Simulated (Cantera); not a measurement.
A closed system holds: 1 mol Si₃N₄, 1.9 mol HCl, 6.3 mol N₂, at 420 Torr.

These are equilibrium values from Cantera (NASA tables, ideal gas, pure condensed phases), not measurements of a reactor. Candidate condensed phases: NH₄Cl, Si, Si₃N₄; 28 gas species. The tables' values for SiCl₃, SiCl, SiN are old estimates; treat these amounts as uncertain. Gases not in the tables: Si₂H₆ and higher silanes. Rates play no part. All values below are at 1850 °C.

Base state: N₂ 0.813, H₂ 0.0689, SiCl₂ 0.0668, HCl 0.0469, SiCl₃ 0.00137, H 0.00126, SiCl 0.000691, Cl 0.000629 (mole fractions); condensed: Si(l).

### Question
What changes in the equilibrium state with this change: pressure from 420 Torr to 0.173 Torr?

### Answer
```csv
species,before,after
N₂,0.813,0.624
Si,0.000304,0.186
H,0.00126,0.0415
Cl,0.000629,0.0391
SiCl,0.000691,0.0108
SiCl₂,0.0668,0.0267
H₂,0.0689,0.0308
HCl,0.0469,0.0396
SiHCl₃,1.94e-5,2.69e-9
SiCl₄,2.70e-5,7.04e-9
Si₂,4.16e-6,0.000640
SiCl₃,0.00137,1.40e-5
Si₃,8.40e-7,3.25e-5
"Si(l), mol",2.29,0
```
The tables' values for SiCl, SiN, SiCl₃ are old estimates; treat these amounts as uncertain.
